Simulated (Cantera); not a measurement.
What does this Cantera script print?

```python
import numpy as np
import cantera as ct

gas = ct.Solution("gri30.yaml")


def delay(T, t_max=10):
    gas.TPX = T, 1000000, {'CH4': 1, 'O2': 2, 'N2': 6.4}
    reactor = ct.IdealGasReactor(gas, clone=False)
    net = ct.ReactorNet([reactor])
    net.rtol, net.atol = 1e-8, 1e-16
    while net.time < t_max:
        t_old, T_old = net.time, reactor.T
        net.step()
        if reactor.T > T + 400:  # ignition: a rise of 400 K
            return t_old + (T + 400 - T_old) / (reactor.T - T_old) * (net.time - t_old)
    return np.nan


taus = []
for T in [1223, 1323, 1423, 1523, 1623, 1723, 1823, 1923]:
    taus.append(delay(T))
    print(f"T0 = {T:6g} K   tau = {taus[-1]:.4e} s")
```

Result:

```
T0 =   1223 K   tau = 2.9616e-03 s
T0 =   1323 K   tau = 9.2552e-04 s
T0 =   1423 K   tau = 3.2076e-04 s
T0 =   1523 K   tau = 1.2171e-04 s
T0 =   1623 K   tau = 5.0349e-05 s
T0 =   1723 K   tau = 2.2759e-05 s
T0 =   1823 K   tau = 1.1257e-05 s
T0 =   1923 K   tau = 6.0657e-06 s
```

Cantera simulation using GRI-Mech 3.0 (53 species, 325 reactions); the numbers are that mechanism's predictions, not measurements.
